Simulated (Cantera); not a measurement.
Input (Python, Cantera):

```python
import numpy as np
import cantera as ct

gas = ct.Solution("gri30.yaml")


def delay(T, t_max=10):
    gas.TPX = T, 110000, {'C3H8': 1, 'O2': 2.5, 'N2': 14.5}
    reactor = ct.IdealGasConstPressureReactor(gas, clone=False)
    net = ct.ReactorNet([reactor])
    net.rtol, net.atol = 1e-8, 1e-16
    while net.time < t_max:
        t_old, T_old = net.time, reactor.T
        net.step()
        if reactor.T > T + 400:  # ignition: a rise of 400 K
            return t_old + (T + 400 - T_old) / (reactor.T - T_old) * (net.time - t_old)
    return np.nan


taus = []
for T in [1050, 1100, 1150, 1200, 1250, 1300, 1350]:
    taus.append(delay(T))
    print(f"T0 = {T:6g} K   tau = {taus[-1]:.4e} s")
```

Result:

```
T0 =   1050 K   tau = 2.3168e-01 s
T0 =   1100 K   tau = 7.1472e-02 s
T0 =   1150 K   tau = 2.3147e-02 s
T0 =   1200 K   tau = 8.1056e-03 s
T0 =   1250 K   tau = 3.1196e-03 s
T0 =   1300 K   tau = 1.3272e-03 s
T0 =   1350 K   tau = 6.2357e-04 s
```

Cantera simulation using GRI-Mech 3.0 (53 species, 325 reactions); the numbers are that mechanism's predictions, not measurements. GRI-Mech 3.0 was tuned for natural gas; its chemistry of propane as a main component is partial and can be far from experiment.
